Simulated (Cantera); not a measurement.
Cantera run, input and output.

```python
import numpy as np
import cantera as ct

gas = ct.Solution("gri30.yaml")
gas.TPX = 1725, 56000, {'CO': 1, 'H2': 0.048, 'O2': 1.59, 'N2': 5.97}
reactor = ct.IdealGasConstPressureReactor(gas, energy="on", clone=False)
net = ct.ReactorNet([reactor])
net.rtol, net.atol = 1e-08, 1e-16
show = ['CO', 'H2', 'O2', 'HO2', 'H']
times = np.geomspace(4e-06, 4, 16)

steps = ct.SolutionArray(gas, extra=["t"])
rows = []
print(f"{'t/s':>10s}{'T/K':>9s}{'P/Pa':>11s}" + "".join(f"{s:>11s}" for s in show))
for t in times:
    while net.time < t:
        t_next = net.step()
        steps.append(gas.state, t=t_next)
    rows.append([np.interp(t, steps.t, y) for y in (steps.T, steps.P, *steps(*show).X.T)])
    print(f"{t:10.3e}{rows[-1][0]:9.1f}{rows[-1][1]:11.4g}" + "".join(f"{x:11.3e}" for x in rows[-1][2:]))
rate = np.gradient(steps.T, steps.t)
print("integrator steps:", len(steps.t))
if steps.T.max() > steps.T[0] + 200:
    print(f"time of steepest temperature rise: {steps.t[rate.argmax()]:.4e} s")
gas.TPX = 1725, 56000, {'CO': 1, 'H2': 0.048, 'O2': 1.59, 'N2': 5.97}
gas.equilibrate("HP")
print(f"equilibrium (HP): T = {gas.T:.1f} K  " + "  ".join(f"{s} {gas[s].X[0]:.3e}" for s in show))
```

It prints:

```
       t/s      T/K       P/Pa         CO         H2         O2        HO2          H
 4.000e-06   1725.0    5.6e+04  1.162e-01  5.576e-03  1.847e-01  1.343e-07  1.532e-07
 1.005e-05   1725.0    5.6e+04  1.162e-01  5.574e-03  1.847e-01  2.837e-07  7.598e-07
 2.524e-05   1725.0    5.6e+04  1.161e-01  5.536e-03  1.846e-01  7.330e-07  1.177e-05
 6.340e-05   1730.0    5.6e+04  1.101e-01  1.164e-03  1.757e-01  5.990e-06  1.270e-03
 1.592e-04   1790.1    5.6e+04  7.932e-02  2.129e-04  1.490e-01  4.834e-06  3.504e-03
 4.000e-04   1937.6    5.6e+04  4.850e-02  2.355e-04  1.291e-01  3.490e-06  4.601e-03
 1.005e-03   2125.0    5.6e+04  3.859e-02  2.258e-04  1.317e-01  2.209e-06  2.619e-03
 2.524e-03   2307.1    5.6e+04  2.735e-02  1.675e-04  1.333e-01  1.369e-06  1.123e-03
 6.340e-03   2437.5    5.6e+04  1.693e-02  1.054e-04  1.320e-01  1.434e-06  4.310e-04
 1.592e-02   2471.2    5.6e+04  1.317e-02  8.362e-05  1.294e-01  1.638e-06  2.781e-04
 4.000e-02   2464.8    5.6e+04  1.268e-02  8.141e-05  1.267e-01  1.598e-06  2.618e-04
 1.005e-01   2461.6    5.6e+04  1.250e-02  8.065e-05  1.255e-01  1.577e-06  2.561e-04
 2.524e-01   2461.4    5.6e+04  1.249e-02  8.061e-05  1.254e-01  1.575e-06  2.558e-04
 6.340e-01   2461.4    5.6e+04  1.249e-02  8.061e-05  1.254e-01  1.575e-06  2.558e-04
 1.592e+00   2461.4    5.6e+04  1.249e-02  8.061e-05  1.254e-01  1.575e-06  2.558e-04
 4.000e+00   2461.4    5.6e+04  1.249e-02  8.061e-05  1.254e-01  1.575e-06  2.558e-04
integrator steps: 1279
time of steepest temperature rise: 1.7358e-04 s
equilibrium (HP): T = 2461.4 K  CO 1.249e-02  H2 8.061e-05  O2 1.254e-01  HO2 1.575e-06  H 2.558e-04
```

Cantera simulation using GRI-Mech 3.0 (53 species, 325 reactions); the numbers are that mechanism's predictions, not measurements.
